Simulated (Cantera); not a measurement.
**Ignition delay**

Mixture: CH4 : CO : O2 : N2 = 1 : 0.11 : 4.78 : 18 (molar parts), equivalence ratio 0.43, at 360 Torr, adiabatic and at constant volume. Ignition delay is the time to a rise of 400 K.

Detailed kinetics in Cantera: GRI-Mech 3.0 (53 species, 325 reactions).

| T0 (K) | delay (ms) |
|---|---|
| 1248 | 25.9 |
| 1348 | 7.20 |
| 1448 | 2.51 |
| 1548 | 1.07 |
| 1648 | 0.523 |
| 1748 | 0.281 |
| 1848 | 0.162 |
| 1948 | 0.0989 |

```yaml
apparent activation energy between 1748 and 1948 K: 150 kJ/mol
```
